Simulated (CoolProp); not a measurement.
Vapour-liquid equilibrium of CHF3 (R23) (1) + CH2F2 (R32) (2) at 731 kPa; x and y are mole fractions of (1).

Model: multi-fluid Helmholtz-energy mixture model, Penoncello 2003 and Tillner-Roth 1997; pair parameters Bell 2016, in CoolProp.

Problem. Give the bubble temperature and the first vapour's composition at x = 0.25, 0.45, 0.85. Is there an azeotrope?

Solution. x = 0.25: 257.0 K, y = 0.486; x = 0.45: 249.1 K, y = 0.707; x = 0.85: 237.5 K, y = 0.944. No azeotrope shows between x = 0.05 and 0.95.

Pair parameters are fitted to limited data, so mixtures are less certain than the pure fluids.
